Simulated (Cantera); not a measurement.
Input: 1 mol SiH2Cl2, 0.1 mol HCl, 190 mol H2, equilibrated at 0.0100 bar.

Method: chemical equilibrium by Gibbs-energy minimisation in Cantera with the NASA 1993 tables (ideal gas, pure condensed phases). Candidate condensed phases: Si; 19 gas species. Gases not in the tables: Si2H6 and higher silanes. Equilibrium is a limit: real reactors are often held back by kinetics, nucleation or transport.

### Question
What share of the Si ends up in condensed phases as a function of T (K), at 1473, 1548, 1623, 1698, 1773, 1848, 1923, 1998, 2073, 2148?

### Answer
| T (K) | Si condensed (%) | as |
|---|---|---|
| 1473 | 93.5 | Si(s) |
| 1548 | 93.1 | Si(s) |
| 1623 | 92.4 | Si(s) |
| 1698 | 90.8 | Si(l) |
| 1773 | 87.9 | Si(l) |
| 1848 | 79.0 | Si(l) |
| 1923 | 55.7 | Si(l) |
| 1998 | 0.1 | Si(l) |
| 2073 | 0.0 | - |
| 2148 | 0.0 | - |
